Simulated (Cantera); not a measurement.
Gas mixture: H₂ : C₂H₂ = 0.26 : 0.13 (molar parts), at 0.000148 atm, frozen composition.

Cantera's kinetic-theory transport with the Lennard-Jones parameters of GRI-Mech 3.0, ideal gas; thermal conductivity in the multicomponent form. The composition is frozen, though it would react at the higher temperatures.

One state of this run: ρ (kg/m³) = 1.13e-5; cp (J/kg/K) = 4743; μ (µPa s) = 37.5; λ (mW/m/K) = 369; Pr = 0.482; D (cm²/s) O = 60400; D (cm²/s) CO₂ = 34200; D (cm²/s) NH₃ = 48400. D: mixture-averaged diffusion coefficient of that species in the mixture.

Question: Which value of T (K) does it belong to?
A. 1000
B. 1200
C. 1400
D. 1600

Answer: D, 1600
